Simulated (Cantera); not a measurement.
A perfectly stirred reactor is fed with 2.66 % CO, 2.28 % O₂, 0.0304 % H₂O, 95.0 % N₂, equivalence ratio 0.58, at 97.5 Torr; it is held at 1198 K, and followed from long to short residence time.

Detailed kinetics in Cantera: GRI-Mech 3.0 (53 species, 325 reactions).

One state of this run: x CO = 0.00209; x O₂ = 0.0104; x H₂O = 0.000247; x OH = 2.72e-5; x NO = 2.31e-6; x H₂ = 6.76e-6. x: mole fraction; the columns are a selection and need not sum to one.

**Question.** Which value of τ (s) does it belong to?
A) 0.044
B) 0.0099
C) 0.093
D) 1.9

**Answer.** D, 1.9
